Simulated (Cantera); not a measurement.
Charge: 1 mol Si₃N₄, 0.0012 mol O₂, 75 mol H₂, 0.18 mol N₂O, held at 2123 K and 0.460 Pa.

These are equilibrium values from Cantera (NASA tables, ideal gas, pure condensed phases), not measurements of a reactor. Candidate condensed phases: H₂O, Si, SiO₂, Si₂N₂O, Si₃N₄; 35 gas species. Rates play no part.

Base state: H 0.756, H₂ 0.204, Si 0.0219, N₂ 0.0169, SiO 0.00142, SiH 1.09e-5 (mole fractions); condensed: gas only.

**Question.** What changes in the equilibrium state with this change: temperature from 2123 K to 1225 K?

**Answer.** 
```
species          before     after
--------------  -------  --------
H₂                0.204     0.987
N₂               0.0169    0.0132
H                 0.756  0.000144
Si               0.0219   7.52e-7
SiO             0.00142   5.04e-5
SiH             1.09e-5   2.05e-8
Si(s), mol            0      1.15
Si₂N₂O(s), mol        0     0.179
Si₃N₄(s), mol         0     0.497
```
Mutual solubility and eutectic melting of coexisting phases are not modelled.

**Question.** What changes in the equilibrium state with this change: temperature from 2123 K to 1348.15 K?

**Answer.** 
| species | before | after |
|---|---|---|
| H₂ | 0.204 | 0.968 |
| N₂ | 0.0169 | 0.0282 |
| SiO | 0.00142 | 0.00236 |
| H | 0.756 | 0.00106 |
| Si | 0.0219 | 4.11e-5 |
| SiH | 1.09e-5 | 5.58e-7 |
| Si(s), mol | 0 | 2.81 |

**Question.** What changes in the equilibrium state with this change: Si₃N₄ replaced by SiC?

**Answer.** 
```
species           before     after
----------------  ------  --------
H                  0.756     0.774
H₂                 0.204     0.214
Si                0.0219   0.00749
N₂                0.0169   0.00122
CO                     0   0.00146
SiC₂                   0  0.000531
HCN                    0  0.000376
C₂H₂ (acetylene)       0  0.000355
C₃                     0  0.000104
C(graphite), mol       0     0.481
```
Further candidate phases: C, C₆H₆, C₇H₈, C₈H₁₈, SiC.
